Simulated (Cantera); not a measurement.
Feed: 1 mol Al, 0.53 mol Cl₂, 4.8 mol N₂, equilibrated at 10.0 Torr.

Cantera equilibrium calculation (NASA polynomials, part measured and part estimated; ideal gas, pure solids and liquids). Candidate condensed phases: Al, AlCl₃, AlN; 11 gas species. The tables' values for AlCl₂ are old estimates; treat these amounts as uncertain. Kinetics and transport are ignored.

x: gas mole fraction; n: condensed amount in mol.

| T (K) | x N₂ | x AlCl₃ | x Al₂Cl₆ | x AlCl₂ | x AlCl | n AlN(s) |
|---|---|---|---|---|---|---|
| 450 | 0.962 | 0.000741 | 0.0376 | <1e-12 | <1e-12 | 0.647 |
| 600 | 0.946 | 0.0335 | 0.0206 | <1e-12 | <1e-12 | 0.647 |
| 750 | 0.928 | 0.0717 | 0.000753 | 3.94e-10 | <1e-12 | 0.647 |
| 900 | 0.927 | 0.0731 | 3.34e-5 | 1.17e-7 | 6.77e-11 | 0.647 |
| 1050 | 0.927 | 0.0731 | [?] | 6.61e-6 | [?] | 0.647 |
| 1200 | 0.927 | 0.0731 | 7.27e-7 | 0.000134 | 7.92e-6 | 0.646 |
| 1350 | 0.926 | 0.0720 | [?] | 0.00136 | [?] | 0.643 |
| 1500 | 0.920 | 0.0643 | 6.29e-8 | 0.00803 | 0.00780 | 0.608 |

Question: Complete the blanks.

Answer: 
- 1050, x Al₂Cl₆: 3.68e-6
- 1050, x AlCl: 5.41e-8
- 1350, x Al₂Cl₆: 2.06e-7
- 1350, x AlCl: 0.000374
